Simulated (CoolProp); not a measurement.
Dodecamethylpentasiloxane (MD3M) along the isotherm 346.85 °C: density (kg/m³) from the reference equation and from simpler models built on Tc = 354.9 °C, pc = 0.9540 MPa, ω = 0.730; each cubic takes its own stable root.

Values from CoolProp's reference Helmholtz-energy equation of state, Thol 2019.

```json
[
 {"p (MPa)": "0.0954", "phase": "gas", "reference": "7.416"},
 {"p (MPa)": "0.191", "phase": "gas", "reference": "15.52"},
 {"p (MPa)": "0.286", "phase": "gas", "reference": "24.43"},
 {"p (MPa)": "0.382", "phase": "gas", "reference": "34.53"},
 {"p (MPa)": "0.477", "phase": "gas", "reference": "46.01"},
 {"p (MPa)": "0.572", "phase": "gas", "reference": "59.66"},
 {"p (MPa)": "0.668", "phase": "gas", "reference": "77.03"},
 {"p (MPa)": "0.763", "phase": "gas", "reference": "101.5"},
 {"p (MPa)": "0.954", "phase": "liquid", "reference": "429.6"},
 {"p (MPa)": "1.05", "phase": "liquid", "reference": "443.0"},
 {"p (MPa)": "1.14", "phase": "liquid", "reference": "452.3"},
 {"p (MPa)": "1.24", "phase": "liquid", "reference": "460.6"},
 {"p (MPa)": "1.34", "phase": "liquid", "reference": "467.6"},
 {"p (MPa)": "1.43", "phase": "liquid", "reference": "473.1"}
]
```

Q: How far does each simpler model (van der Waals, Redlich-Kwong, Soave-Redlich-Kwong, Peng-Robinson) lie from the reference over these 14 states: mean and median of the absolute difference, and the worst?

A: 
- van der Waals: mean 19.1 %, median 12.1 %, worst -40.7 % at 346.85 °C and 0.954 MPa
- Redlich-Kwong: mean 11.4 %, median 6.8 %, worst -27.2 % at 346.85 °C and 0.954 MPa
- Soave-Redlich-Kwong: mean 9.7 %, median 5.0 %, worst -22.3 % at 346.85 °C and 0.954 MPa
- Peng-Robinson: mean 4.7 %, median 1.1 %, worst -13.6 % at 346.85 °C and 0.954 MPa
